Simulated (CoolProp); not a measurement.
Vapour-liquid equilibrium of n-pentane (1) + acetone (2) at 71.45 °C; x and y are mole fractions of (1).

The numbers come from the multi-fluid Helmholtz-energy mixture model, Thol 2019 and Lemmon 2006; pair parameters Bell 2016 in CoolProp.

| x | bubble pressure, mixture model (MPa) | bubble pressure, Raoult's law (MPa) | y, mixture model | y, Raoult's law |
|---|---|---|---|---|
| 0.05 | 0.2055 | 0.1732 | 0.215 | 0.085 |
| 0.125 | 0.2479 | 0.1828 | 0.382 | 0.202 |
| 0.2 | 0.2765 | 0.1924 | 0.473 | 0.306 |
| 0.275 | 0.2959 | 0.2020 | 0.530 | 0.401 |
| 0.35 | 0.3090 | 0.2116 | 0.571 | 0.488 |
| 0.425 | 0.3181 | 0.2212 | 0.602 | 0.566 |
| 0.5 | 0.3245 | 0.2308 | 0.630 | 0.639 |
| 0.575 | 0.3289 | 0.2404 | 0.656 | 0.705 |
| 0.65 | 0.3316 | 0.2500 | 0.685 | 0.766 |
| 0.725 | 0.3324 | 0.2596 | 0.718 | 0.823 |
| 0.8 | 0.3304 | 0.2692 | 0.762 | 0.876 |
| 0.875 | 0.3239 | 0.2788 | 0.822 | 0.925 |
| 0.95 | 0.3102 | 0.2884 | 0.911 | 0.971 |

The largest gap from Raoult's law is +46.5 % in bubble pressure, at x = 0.275. y crosses x between x = 0.65 and 0.725: the model has an azeotrope there.

The pair parameters rest on a limited set of measurements; away from them the model extrapolates.
